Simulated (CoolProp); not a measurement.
cis-2-butene along the isobar 4470 kPa: density (kg/m³) from the reference equation and from simpler models built on Tc = 435.8 K, pc = 4236 kPa, ω = 0.202; each cubic takes its own stable root.

Computed with CoolProp (reference Helmholtz-energy equation of state, Lemmon 2005). It is a short technical equation, of lower accuracy than the large ones.

| T (K) | phase | reference |
|---|---|---|
| 209.5 | liquid | 715.1 |
| 222.2 | liquid | 702.2 |
| 234.8 | liquid | 689.4 |
| 247.4 | liquid | 676.4 |
| 260 | liquid | 663.3 |
| 272.6 | liquid | 649.9 |
| 285.2 | liquid | 636.2 |
| 297.8 | liquid | 622.1 |
| 310.4 | liquid | 607.6 |
| 323 | liquid | 592.5 |
| 335.6 | liquid | 576.8 |
| 348.2 | liquid | 560.1 |
| 360.8 | liquid | 542.3 |
| 373.5 | liquid | 522.9 |
| 386.1 | liquid | 501.7 |

Q: How far does each simpler model (van der Waals, Redlich-Kwong, Soave-Redlich-Kwong) lie from the reference over these 15 states: mean and median of the absolute difference, and the worst?

A: 
- van der Waals: mean 37.1 %, median 37.0 %, worst -38.4 % at 209.5 K and 4470 kPa
- Redlich-Kwong: mean 10.2 %, median 9.5 %, worst -13.8 % at 386.1 K and 4470 kPa
- Soave-Redlich-Kwong: mean 8.0 %, median 7.6 %, worst -11.0 % at 386.1 K and 4470 kPa
